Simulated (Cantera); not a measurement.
# C3H6 + H2 + N2 (carbon deposition, reforming and gasification)

A closed system holds: 1 mol C3H6, 3 mol H2, 0.17 mol N2, held at 9.40 bar.

Cantera equilibrium calculation (NASA polynomials, part measured and part estimated; ideal gas, pure solids and liquids). Candidate condensed phases: C, C6H6, C7H8, C8H18; 92 gas species. Equilibrium is a limit: real reactors are often held back by kinetics, nucleation or transport.

| T (K) | x H2 | x CH4 | x N2 | x HCN | n C(graphite) |
|---|---|---|---|---|---|
| 523 | 0.00968 | 0.937 | 0.0532 | <1e-12 | 0.0163 |
| 673 | 0.0779 | 0.870 | 0.0512 | 1.32e-10 | 0.130 |
| 823 | 0.278 | 0.676 | 0.0458 | 1.85e-8 | 0.513 |
| 973 | 0.570 | 0.392 | 0.0381 | 4.90e-7 | 1.26 |
| 1123 | 0.794 | 0.174 | 0.0322 | 4.78e-6 | 2.09 |
| 1273 | 0.899 | 0.0714 | 0.0294 | 2.60e-5 | 2.59 |
| 1423 | 0.940 | 0.0316 | 0.0283 | 9.73e-5 | 2.81 |
| 1573 | 0.956 | 0.0158 | 0.0278 | 0.000282 | 2.90 |
| 1723 | 0.963 | 0.00877 | 0.0274 | 0.000674 | 2.94 |
| 1873 | 0.966 | 0.00534 | 0.0270 | 0.00139 | 2.95 |
| 2023 | 0.966 | 0.00350 | 0.0263 | 0.00257 | 2.95 |
| 2173 | 0.964 | 0.00244 | 0.0253 | 0.00430 | 2.93 |
| 2323 | 0.959 | 0.00177 | 0.0239 | 0.00665 | 2.88 |
x: gas mole fraction; n: condensed amount in mol.

From 523 K to 2323 K the condensed part is C(graphite). The main C-bearing gas is CH4 at 523 K and C2H2 (acetylene) at 2323 K. The share of C in condensed phases is highest at 1873 K (98.5 %) and lowest at 523 K (0.5 %).
